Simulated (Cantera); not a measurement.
Thermodynamics of chemical vapour transport, feed AlN + I₂ + N₂

A closed system holds: 1 mol AlN, 1.6 mol I₂, 1.6 mol N₂, at 23.0 mbar.

Method: chemical equilibrium by Gibbs-energy minimisation in Cantera with the NASA 1993 tables (ideal gas, pure condensed phases). Candidate condensed phases: Al, AlI₃, AlN, I₂; 10 gas species. Equilibrium is a limit: real reactors are often held back by kinetics, nucleation or transport.

```
T (K)   x N₂     x I  x AlI₃     x I₂  n AlN(s)
-----  -----  ------  ------  -------  --------
998    0.617  0.0722   0.270   0.0404     0.103
1048   0.603   0.104   0.258   0.0348     0.129
1098   0.585   0.144   0.241   0.0298     0.168
1148   0.562   0.192   0.220   0.0253     0.220
1198   0.536   0.247   0.196   0.0212     0.286
1248   0.508   0.306   0.168   0.0175     0.363
1298   0.478   0.367   0.140   0.0142     0.450
1348   0.449   0.427   0.112   0.0113     0.542
1398   0.422   0.481  0.0853  0.00873     0.630
```
x: gas mole fraction; n: condensed amount in mol.

From 998 K to 1398 K the condensed part is AlN(s). The main Al-bearing gas is AlI₃ throughout. The share of Al in condensed phases is highest at 1398 K (63.0 %) and lowest at 998 K (10.3 %).
